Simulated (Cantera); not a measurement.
Feed: 1 mol Cu, 4.7 mol HF, 3.2 mol H2, at 1323 K and 503 Torr.

Method: chemical equilibrium by Gibbs-energy minimisation in Cantera with the NASA 1993 tables (ideal gas, pure condensed phases). Candidate condensed phases: Cu, CuF2; 15 gas species. The numbers say what is thermodynamically allowed, not how fast it happens.

Base state: HF 0.595, H2 0.405 (mole fractions); condensed: Cu(s).

**Question.** What changes in the equilibrium state with this change: 0.41 mol O2 added?

**Answer.** 
```tsv
species	before	after
HF	0.595	0.595
H2	0.405	0.301
H2O	0	0.104
Cu(s), mol	1.000	1.000
```
Further candidate phases: CuO, Cu(OH)2, Cu2O, H2O.
